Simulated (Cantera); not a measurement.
A closed system holds: 1 mol MgO, 2.7 mol HCl, at 1252 °C and 1330 Pa.

Cantera equilibrium calculation (NASA polynomials, part measured and part estimated; ideal gas, pure solids and liquids). Candidate condensed phases: H₂O, Mg, MgCl₂, MgO, Mg(OH)₂; 22 gas species. Rates play no part.

Base state: HCl 0.854, MgCl₂ 0.0702, H₂O 0.0702, Cl 0.00338, H₂ 0.00173, Cl₂ 3.21e-5, OH 1.07e-5 (mole fractions); condensed: MgO(s).

What changes in the equilibrium state with this change: MgO replaced by B₂O₃?


```json
[
 {"species": "HCl", "before": "0.854", "after": "0.975"},
 {"species": "HBO₂", "before": "0", "after": "0.00804"},
 {"species": "BOCl", "before": "0", "after": "0.00687"},
 {"species": "MgCl₂", "before": "0.0702", "after": "0"},
 {"species": "H₂O", "before": "0.0702", "after": "0.000947"},
 {"species": "B₂O₃", "before": "0", "after": "0.00269"},
 {"species": "BCl₃", "before": "0", "after": "0.000752"},
 {"species": "MgO(s), mol", "before": "0.810", "after": "0"},
 {"species": "B₂O₃(l), mol", "before": "0", "after": "0.970"}
]
```
The tables' values for BOCl are old estimates; treat these amounts as uncertain. Gases not in the tables: BHCl₂. Further candidate phases: B, B₂O₃, B₃O₃H₃.

What changes in the equilibrium state with this change: temperature from 1252 °C to 1100 °C?


```tsv
species	before	after
HCl	0.854	0.917
MgCl₂	0.0702	0.0410
H₂O	0.0702	0.0410
OH	1.07e-5	9.37e-7
Cl	0.00338	0.000972
H₂	0.00173	0.000510
Cl₂	3.21e-5	2.38e-5
MgO(s), mol	0.810	0.889
```

What changes in the equilibrium state with this change: temperature from 1252 °C to 1350 °C?


| species | before | after |
|---|---|---|
| HCl | 0.854 | 0.806 |
| MgCl₂ | 0.0702 | 0.0921 |
| H₂O | 0.0702 | 0.0920 |
| H | 8.51e-6 | 3.46e-5 |
| OH | 1.07e-5 | 4.00e-5 |
| Cl | 0.00338 | 0.00658 |
| H₂ | 0.00173 | 0.00334 |
| MgO(s), mol | 0.810 | 0.751 |
